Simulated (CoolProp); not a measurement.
R143a along the isobar 44 bar: density (kg/m³) from the reference equation and from simpler models built on Tc = 345.9 K, pc = 37.62 bar, ω = 0.261; each cubic takes its own stable root.

Computed with CoolProp (reference Helmholtz-energy equation of state, Lemmon and Jacobsen 2000).

```json
[
 {"T (K)": "174.7", "phase": "liquid", "reference": "1305", "Redlich-Kwong": "1075", "Peng-Robinson": "1232"},
 {"T (K)": "192.2", "phase": "liquid", "reference": "1262", "Redlich-Kwong": "1042", "Peng-Robinson": "1201"},
 {"T (K)": "209.7", "phase": "liquid", "reference": "1219", "Redlich-Kwong": "1006", "Peng-Robinson": "1166"},
 {"T (K)": "227.1", "phase": "liquid", "reference": "1174", "Redlich-Kwong": "967.9", "Peng-Robinson": "1127"},
 {"T (K)": "244.6", "phase": "liquid", "reference": "1128", "Redlich-Kwong": "925.5", "Peng-Robinson": "1083"},
 {"T (K)": "262.1", "phase": "liquid", "reference": "1078", "Redlich-Kwong": "878.9", "Peng-Robinson": "1032"},
 {"T (K)": "279.6", "phase": "liquid", "reference": "1024", "Redlich-Kwong": "826.9", "Peng-Robinson": "973.3"},
 {"T (K)": "297.1", "phase": "liquid", "reference": "962.6", "Redlich-Kwong": "767.5", "Peng-Robinson": "903.3"},
 {"T (K)": "314.5", "phase": "liquid", "reference": "890.6", "Redlich-Kwong": "697.7", "Peng-Robinson": "817.2"},
 {"T (K)": "332", "phase": "liquid", "reference": "795.0", "Redlich-Kwong": "607.9", "Peng-Robinson": "701.0"},
 {"T (K)": "349.5", "phase": "supercritical", "reference": "604.6", "Redlich-Kwong": "460.5", "Peng-Robinson": "491.5"},
 {"T (K)": "367", "phase": "supercritical", "reference": "227.4", "Redlich-Kwong": "228.0", "Peng-Robinson": "225.3"},
 {"T (K)": "384.4", "phase": "supercritical", "reference": "178.8", "Redlich-Kwong": "180.3", "Peng-Robinson": "178.5"},
 {"T (K)": "401.9", "phase": "supercritical", "reference": "154.2", "Redlich-Kwong": "156.1", "Peng-Robinson": "154.2"},
 {"T (K)": "419.4", "phase": "supercritical", "reference": "138.0", "Redlich-Kwong": "140.1", "Peng-Robinson": "138.1"},
 {"T (K)": "436.9", "phase": "supercritical", "reference": "126.1", "Redlich-Kwong": "128.3", "Peng-Robinson": "126.2"}
]
```
